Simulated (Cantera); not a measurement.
A Cantera script and what it prints.

```python
import numpy as np
import cantera as ct

gas_names = [...]  # 151 gases of nasa_gas.yaml made of C, H, N, O, Si
cond_names = """
    C(gr) C6H6(L) C7H8(L) C8H18(L),n-octa H2O(s) H2O(L) Si(cr) Si(L) SiC(b) SiO2(Lqz) SiO2(hqz) SiO2(L)
    Si2N2O(s) Si3N4(a)
""".split()


# ... load() reads the species with a 1 bar reference pressure and builds the phases ...
atoms = {
    'SiC': {'Si': 1, 'C': 1},
    'H2O': {'H': 2, 'O': 1},
    'N2': {'N': 2},
}
top_T = {'C(gr)': 4500, 'SiC(b)': 3050, 'Si2N2O(s)': 2100, 'Si3N4(a)': 2400}  # K; cautious upper limits of use, not melting points


# ... equilibrate(T, P, feed) seeds the gas with the atoms and calls Mixture.equilibrate('TP', solver="vcs", rtol=1e-11, max_steps=5000) ...
results = []
feed = {'SiC': 1, 'H2O': 0.046, 'N2': 140}  # mol
T = 900  # K
P = 160  # Pa
mix = equilibrate(T, P, feed)
results.append((T, P, feed, dict(zip(mix.species_names, mix.species_moles))))
print(gas.report(threshold=0.001))
for i in range(1, mix.n_phases):
    print(f"{mix.phase(i).name:16s} {mix.phase_moles(i):12.5e} mol")
```

Output:

```
       temperature   900 K
          pressure   160 Pa
           density   0.0005988 kg/m^3
  mean mol. weight   28.005 kg/kmol
   phase of matter   gas

                          1 kg             1 kmol
                     ---------------   ---------------
          enthalpy        6.5068e+05        1.8223e+07  J
   internal energy        3.8348e+05         1.074e+07  J
           entropy              9937        2.7829e+05  J/K
    Gibbs function       -8.2927e+06       -2.3224e+08  J
 heat capacity c_p            1146.9             32121  J/K
 heat capacity c_v            850.05             23806  J/K

                      mass frac. Y      mole frac. X     chem. pot. / RT
                     ---------------   ---------------   ---------------
                N2           0.99998           0.99967           -31.035
     [ +150 minor]         2.377e-05        0.00033001

C(gr)             9.99998e-01 mol
Si(cr)            0.00000e+00 mol
SiC(b)            0.00000e+00 mol
SiO2(hqz)         0.00000e+00 mol
Si2N2O(s)         4.60000e-02 mol
Si3N4(a)          3.02667e-01 mol
```

These are equilibrium values from Cantera (NASA tables, ideal gas, pure condensed phases), not measurements of a reactor. N2 is the only nitrogen source here; it is nearly inert below about 1500 K, so the nitride shown seldom forms there in practice.
